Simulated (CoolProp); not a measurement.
A single-stage vapour-compression cycle with R22: evaporating at 247.15 K (dew point), condensing at 297.15 K (bubble point), superheat 0 K, subcooling 8 K, compressor efficiency 0.8, no pressure losses. Each further row changes one setting.

The numbers come from the reference Helmholtz-energy equation of state, Kamei 1995 in CoolProp.

```tsv
case	cooling COP	pressure ratio	discharge temperature (K)	refrigerating effect (kJ/kg)	volumetric capacity (kJ/m³)
as stated	3.37	5.25	338.5	175	1510
evaporating temperature 252.15 K	3.90	4.31	333.1	177	1850
condensing temperature 292.15 K	3.84	4.57	330.3	181	1560
subcooling 13 K	3.49	5.25	338.5	181	1560
superheat 10 K	3.33	5.25	349.9	182	1490
compressor efficiency 0.7	2.95	5.25	347.9	175	1510
```
